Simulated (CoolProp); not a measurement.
Vapour-liquid equilibrium of CH2F2 (R32) (1) + isobutane (2) at 9.05 °C; x and y are mole fractions of (1).

Values from CoolProp's multi-fluid Helmholtz-energy mixture model, Tillner-Roth 1997 and Bücker 2006; pair parameters Bell 2016.

Question: Give the bubble pressure and the first vapour's composition at x = 0.05, 0.15, 0.45. Is there an azeotrope?

Answer: x = 0.05: 416.5 kPa, y = 0.479; x = 0.15: 716.7 kPa, y = 0.699; x = 0.45: 1045 kPa, y = 0.808. y crosses x between x = 0.85 and 0.95: the model has an azeotrope there.

Pair parameters are fitted to limited data, so mixtures are less certain than the pure fluids. With so large a gap from Raoult's law the liquid may split in two, which this calculation doesn't test in full.
